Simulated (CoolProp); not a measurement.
Properties of sulfur dioxide along the isobar 35 MPa.

Values from CoolProp's reference Helmholtz-energy equation of state, Gao 2016.

```tsv
T (°C)	phase	density (kg/m³)	fugacity coefficient
16.85	liquid	1448	?
27.35	liquid	?	0.02133
37.95	liquid	1399	0.02896
48.45	liquid	?	?
58.95	liquid	1350	?
69.45	liquid	?	?
79.95	liquid	1299	0.07710
90.55	liquid	1272	0.09412
101.05	liquid	1246	0.1129
111.55	liquid	1218	?
```

### Question
What belongs in the gaps?

### Answer

- 16.85, fugacity coefficient: 0.01531
- 27.35, density (kg/m³): 1424
- 48.45, density (kg/m³): 1375
- 48.45, fugacity coefficient: 0.03821
- 58.95, fugacity coefficient: 0.04926
- 69.45, density (kg/m³): 1325
- 69.45, fugacity coefficient: 0.06220
- 111.55, fugacity coefficient: 0.1336
